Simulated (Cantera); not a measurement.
Gas mixture: 100 % NO, at 100.0 Torr, frozen composition.

Cantera's kinetic-theory transport with the Lennard-Jones parameters of GRI-Mech 3.0, ideal gas; thermal conductivity in the mixture-averaged form. The composition is frozen, though it would react at the higher temperatures.

One state of this run: ρ (kg/m³) = 0.0802; cp (J/kg/K) = 1041; μ (µPa s) = 30.6; λ (mW/m/K) = 45.1; Pr = 0.706; D (cm²/s) OH = 7.82; D (cm²/s) O = 7.98; D (cm²/s) N2 = 5.14. D: mixture-averaged diffusion coefficient of that species in the mixture.

Which value of T (K) does it belong to?
A. 400
B. 600
C. 1200
D. 1000

B, 600
